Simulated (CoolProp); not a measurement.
c-C4F8 (RC318) along the isobar 3.89 MPa: fugacity coefficient from the reference equation and from simpler models built on Tc = 115.2 °C, pc = 2.778 MPa, ω = 0.355; each cubic takes its own stable root.

Values from CoolProp's reference Helmholtz-energy equation of state, Platzer 1990. This equation is an older, rougher fit; its heat capacities, sound speeds and derivatives of the liquid may be far off and weren't checked against measurements.

| T (°C) | phase | reference | van der Waals | Peng-Robinson |
|---|---|---|---|---|
| 24.65 | liquid | 0.08758 | 0.2391 | 0.08556 |
| 49.65 | liquid | ___ | 0.3197 | 0.1640 |
| 74.65 | liquid | 0.2806 | 0.4067 | 0.2741 |
| 99.55 | liquid | 0.4187 | 0.4959 | 0.4083 |
| 124.55 | supercritical | 0.5662 | 0.5829 | 0.5475 |
| 149.45 | supercritical | 0.6740 | ___ | 0.6484 |
| 174.45 | supercritical | ___ | 0.7127 | 0.7161 |
| 199.35 | supercritical | 0.7903 | 0.7531 | 0.7682 |

Task: Some entries are withheld; supply them.

Result: 
- 49.65, reference: 0.1680
- 149.45, van der Waals: 0.6584
- 174.45, reference: 0.7407
